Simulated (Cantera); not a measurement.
Catalytic combustion on Pt

An isothermal plug-flow reactor at 975 K and 340000 Pa (inlet), inlet velocity 0.2 m/s, active area per volume 350 1/m; feed CO : O₂ : N₂ : H₂O = 0.035 : 0.014 : 0.79 : 0.08 (molar parts), equivalence ratio 1.2.

Detailed kinetics in Cantera: Deutschmann's 1995 Pt surface mechanism with GRI-Mech 3.0 gas chemistry. Catalytic surfaces can have several steady states; this one follows from the mechanism file's or the stated starting coverage. Mass transfer to the wall is taken as infinitely fast.

```json
[
 {"z (m)": "7.2e-05", "x CO": "0.0359", "x O₂": "0.0142", "x H₂O": "0.0871", "x CO₂": "0.00220", "θ free Pt": "0.262", "θ H*": "4.62e-5", "θ O*": "0.00153", "θ CO*": "0.736"},
 {"z (m)": "0.00013", "x CO": "0.0342", "x O₂": "0.0133", "x H₂O": "0.0872", "x CO₂": "0.00393", "θ free Pt": "0.268", "θ H*": "4.80e-5", "θ O*": "0.00151", "θ CO*": "0.730"},
 {"z (m)": "0.00023", "x CO": "0.0314", "x O₂": "0.0119", "x H₂O": "0.0873", "x CO₂": "0.00684", "θ free Pt": "0.278", "θ H*": "5.14e-5", "θ O*": "0.00147", "θ CO*": "0.720"},
 {"z (m)": "0.00041", "x CO": "0.0265", "x O₂": "0.00944", "x H₂O": "0.0876", "x CO₂": "0.0118", "θ free Pt": "0.297", "θ H*": "5.89e-5", "θ O*": "0.00138", "θ CO*": "0.700"},
 {"z (m)": "0.00072", "x CO": "0.0193", "x O₂": "0.00583", "x H₂O": "0.0879", "x CO₂": "0.0191", "θ free Pt": "0.338", "θ H*": "7.77e-5", "θ O*": "0.00116", "θ CO*": "0.660"},
 {"z (m)": "0.0013", "x CO": "0.0109", "x O₂": "0.00157", "x H₂O": "0.0883", "x CO₂": "0.0278", "θ free Pt": "0.421", "θ H*": "0.000157", "θ O*": "0.000553", "θ CO*": "0.578"},
 {"z (m)": "0.0023", "x CO": "0.00781", "x O₂": "6.00e-5", "x H₂O": "0.0883", "x CO₂": "0.0309", "θ free Pt": "0.472", "θ H*": "0.000721", "θ O*": "3.68e-5", "θ CO*": "0.527"},
 {"z (m)": "0.0041", "x CO": "0.00747", "x O₂": "9.84e-8", "x H₂O": "0.0881", "x CO₂": "0.0312", "θ free Pt": "0.479", "θ H*": "0.00174", "θ O*": "6.60e-6", "θ CO*": "0.519"},
 {"z (m)": "0.0072", "x CO": "0.00726", "x O₂": "1.56e-12", "x H₂O": "0.0879", "x CO₂": "0.0314", "θ free Pt": "0.483", "θ H*": "0.00233", "θ O*": "3.77e-6", "θ CO*": "0.514"}
]
```
x: gas mole fraction; θ: surface coverage.
